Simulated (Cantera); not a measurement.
A diamond (100) surface in a fixed gas of H2 with x(CH4) = 0.022, x(H) = 0.018, x(CH3) = 3.2e-05, 15.0 Torr; coverages are run to steady state.

Computed with Cantera and the Harris–Goodwin 1993 mechanism for the reconstructed diamond (100) surface.

One state of this run: growth (µm/h) = 0.264; θ c6HH = 0.642; θ c6H* = 0.0142; θ c6*H = 0.335; θ c6** = 0.00672; θ c6HM = 0.00119. θ: site fractions in the mechanism's names (c6HH fully hydrogenated, c6H* and c6*H radical sites, c6** diradical, c6HM methylated).

Problem. Which value of T (K) does it belong to?
(A) 950
(B) 1300
(C) 1400
(D) 1200

Solution. A, 950
